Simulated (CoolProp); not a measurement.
A single-stage vapour-compression cycle with the fluid: evaporating at 195.15 K (dew point), condensing at 247.15 K (bubble point), superheat 5 K, subcooling 8 K, compressor efficiency 0.7, no pressure losses. The same conditions are run with several fluids, on thermodynamics alone (safety and materials aside).

Values from CoolProp's reference Helmholtz-energy equation of state of each fluid (R115: Lemmon 2016; nitrous oxide: Lemmon 2006; CH2F2 (R32): Tillner-Roth 1997; C2F6 (R116): Lemmon 2006; R13: Platzer 1990; fluoroethane (R161): Wu 2012). The equations of Platzer and Polt are older, rougher fits.

```tsv
fluid	cooling COP	pressure ratio	discharge temperature (K)	refrigerating effect (kJ/kg)	volumetric capacity (kJ/m³)
R115	2.21	14.9	276.1	102	113
nitrous oxide	2.05	8.21	369.6	287	1440
CH2F2 (R32)	2.09	15.0	398.5	343	233
C2F6 (R116)	2.02	8.53	266.6	75.6	666
R13	2.12	7.87	297.9	109	863
fluoroethane (R161)	2.21	16.7	350.6	385	112
```
